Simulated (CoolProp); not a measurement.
A single-stage vapour-compression cycle with R22: evaporating at 254.15 K (dew point), condensing at 295.15 K (bubble point), superheat 2 K, subcooling 0 K, compressor efficiency 0.8, no pressure losses. Each further row changes one setting.

The numbers come from the reference Helmholtz-energy equation of state, Kamei 1995 in CoolProp.

| case | cooling COP | pressure ratio | discharge temperature (K) | refrigerating effect (kJ/kg) | volumetric capacity (kJ/m³) |
|---|---|---|---|---|---|
| as stated | 4.14 | 3.77 | 330.0 | 172 | 1910 |
| evaporating temperature 259.15 K | 4.90 | 3.13 | 325.1 | 174 | 2310 |
| condensing temperature 290.15 K | 4.83 | 3.28 | 321.8 | 178 | 1980 |
| subcooling 5 K | 4.29 | 3.77 | 330.0 | 178 | 1980 |
| superheat 12 K | 4.10 | 3.77 | 341.1 | 179 | 1890 |
| compressor efficiency 0.7 | 3.62 | 3.77 | 337.6 | 172 | 1910 |
